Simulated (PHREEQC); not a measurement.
Model water analysis in mg/kgw, 25 °C, pH 6.67, pe 12.4:

```json
[
 {"constituent": "Na", "mg/kgw": "6510"},
 {"constituent": "K", "mg/kgw": "2780"},
 {"constituent": "Ca", "mg/kgw": "696"},
 {"constituent": "Mg", "mg/kgw": "898"},
 {"constituent": "Cl", "mg/kgw": "13600"},
 {"constituent": "S(6) as SO4", "mg/kgw": "3280"},
 {"constituent": "Alkalinity as HCO3", "mg/kgw": "204"},
 {"constituent": "Cu(2)", "mg/kgw": "8.17"},
 {"constituent": "Sr", "mg/kgw": "19.1"}
]
```

Valence states are taken as typed.

Computed with PHREEQC (ion-association model, wateq4f.dat).

No solid was allowed to form.

### Question
Order these Cu species by the share of Cu that they hold, largest first: Cu+2, CuHCO3+, CuCl+, CuSO4, CuCO3.

### Answer
Cu+2 (42 %), CuCO3 (20 %), CuHCO3+ (13 %), CuCl+ (11 %), CuSO4 (7.1 %)

The pH is 6.67 and the ionic strength 0.496 mol/kgw. Saturation is exceeded, for instance for Atacamite, Malachite; the values hold only as long as no solid forms.
